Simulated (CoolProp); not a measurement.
Saturation properties of nitrogen (Tc = 126.2 K, pc = 3.396 MPa, ω = 0.037).

Values from CoolProp's reference Helmholtz-energy equation of state, Span 2000.

```tsv
T (K)	p (MPa)	vapour Z	liquid viscosity (µPa s)
99.6	0.7569	0.8239	76.7
102.4	0.9157	0.7987	70.6
105.1	1.090	0.7722	65.1
107.8	1.287	0.7432	60.0
110.5	1.509	0.7113	55.1
113.3	1.766	0.6746	50.2
116	2.043	0.6347	45.6
118.7	2.351	0.5887	40.8
121.4	2.692	0.5331	35.7
124.2	3.086	0.4539	29.3
```

It boils at 77.4 K under 1 atm.

Viscosity comes from a separate model (Lemmon 2004).
